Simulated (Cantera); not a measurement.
**Nitride etching: AlN + O₂**

Input: 1 mol AlN, 13 mol O₂, at 0.698 Torr.

Equilibrium computed with Cantera from the NASA thermochemical tables; the gas is ideal and each condensed phase is pure. Candidate condensed phases: Al, AlN, Al₂O₃; 16 gas species. Equilibrium is a limit: real reactors are often held back by kinetics, nucleation or transport.

```
T (K)   x O₂       x O    x N₂      x NO     x AlO    x NO₂    x AlO₂       x N  n Al₂O₃(s)
-----  -----  --------  ------  --------  --------  -------  --------  --------  ----------
798    0.961  2.33e-12  0.0392   9.24e-7    <1e-12  1.91e-8    <1e-12    <1e-12       0.500
948    0.961  9.55e-10  0.0392   8.17e-6    <1e-12  4.22e-8    <1e-12    <1e-12       0.500
1098   0.961   7.63e-8  0.0392   3.98e-5    <1e-12  7.54e-8    <1e-12    <1e-12       0.500
1248   0.961   2.14e-6  0.0391  0.000133    <1e-12  1.18e-7    <1e-12    <1e-12       0.500
1398   0.961   2.95e-5  0.0390  0.000341    <1e-12  1.67e-7    <1e-12    <1e-12       0.500
1548   0.960  0.000245  0.0388  0.000729    <1e-12  2.22e-7    <1e-12  1.29e-12       0.500
1698   0.959   0.00141  0.0385   0.00136  1.49e-12  2.80e-7  1.07e-12  3.44e-11       0.500
1848   0.954   0.00607  0.0380   0.00228  2.40e-10  3.39e-7  7.43e-11  5.37e-10       0.500
1998   0.939    0.0209  0.0371   0.00349   1.79e-8  3.92e-7   2.68e-9   5.53e-9       0.500
2148   0.900    0.0600  0.0356   0.00492   7.30e-7  4.28e-7   5.76e-8   4.08e-8       0.500
```
x: gas mole fraction; n: condensed amount in mol.

From 798 K to 2148 K the condensed part is Al₂O₃(s).
